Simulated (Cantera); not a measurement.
Charge: 1 mol Pb, 5.4 mol H₂, 0.34 mol O₂, at 10.0 Torr.

Equilibrium computed with Cantera from the NASA thermochemical tables; the gas is ideal and each condensed phase is pure. Candidate condensed phases: H₂O, Pb, PbO, PbO₂, Pb₃O₄; 12 gas species. Equilibrium is a limit: real reactors are often held back by kinetics, nucleation or transport.

x: gas mole fraction; n: condensed amount in mol.

```json
[
 {"T (K)": "948", "x H₂": "0.874", "x Pb": "0.000359", "x H₂O": "0.126", "x H": "4.24e-9", "n Pb(l)": "0.998"},
 {"T (K)": "1023", "x H₂": "0.872", "x Pb": "0.00200", "x H₂O": "0.126", "x H": "3.35e-8", "n Pb(l)": "0.989"},
 {"T (K)": "1098", "x H₂": "0.866", "x Pb": "[?]", "x H₂O": "0.125", "x H": "[?]", "n Pb(l)": "0.952"},
 {"T (K)": "1173", "x H₂": "0.846", "x Pb": "0.0316", "x H₂O": "0.122", "x H": "9.39e-7", "n Pb(l)": "0.824"},
 {"T (K)": "1248", "x H₂": "0.789", "x Pb": "[?]", "x H₂O": "0.114", "x H": "[?]", "n Pb(l)": "[?]"},
 {"T (K)": "1323", "x H₂": "0.738", "x Pb": "0.156", "x H₂O": "0.106", "x H": "1.18e-5", "n Pb(l)": "0"},
 {"T (K)": "1398", "x H₂": "0.737", "x Pb": "0.156", "x H₂O": "0.106", "x H": "3.52e-5", "n Pb(l)": "0"},
 {"T (K)": "1473", "x H₂": "0.737", "x Pb": "0.156", "x H₂O": "0.106", "x H": "9.41e-5", "n Pb(l)": "0"},
 {"T (K)": "1548", "x H₂": "0.737", "x Pb": "0.156", "x H₂O": "0.106", "x H": "0.000229", "n Pb(l)": "0"}
]
```

### Question
What belongs in the gaps?

### Answer

- 1098, x Pb: 0.00876
- 1098, x H: 1.99e-7
- 1248, x Pb: 0.0975
- 1248, x H: 3.59e-6
- 1248, n Pb(l): 0.416
